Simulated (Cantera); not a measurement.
Feed: 1 mol HMDSO, 0.4 mol H2O, at 575 K and 0.00133 bar.

Cantera equilibrium calculation (NASA polynomials, part measured and part estimated; ideal gas, pure solids and liquids). Candidate condensed phases: C, C6H6, C7H8, C8H18, H2O, Si, SiC, SiO2; 123 gas species. The feed counts by its element totals alone. The numbers say what is thermodynamically allowed, not how fast it happens.

Base state: H2 0.824, CH4 0.176 (mole fractions); condensed: C(graphite) + SiC(s) + SiO2(α-quartz).

What changes in the equilibrium state with this change: temperature from 575 K to 1848.15 K?


```csv
species,before,after
H2,0.824,0.857
CO,<1e-9,0.128
H,<1e-9,0.0135
CH4,0.176,6.45e-7
SiO,<1e-9,0.000813
C2H2 (acetylene),<1e-9,0.000221
Si,<1e-9,0.000141
"C(graphite), mol",3.30,2.61
"SiC(s), mol",1.30,1.99
"SiO2(α-quartz), mol",0.700,0
```

What changes in the equilibrium state with this change: temperature from 575 K to 1623 K?


```csv
species,before,after
H2,0.824,0.869
CO,<1e-9,0.129
H,<1e-9,0.00176
CH4,0.176,1.49e-6
SiO,<1e-9,0.000407
C2H2 (acetylene),<1e-9,3.03e-5
"C(graphite), mol",3.30,2.61
"SiC(s), mol",1.30,2.00
"SiO2(α-quartz), mol",0.700,0
```
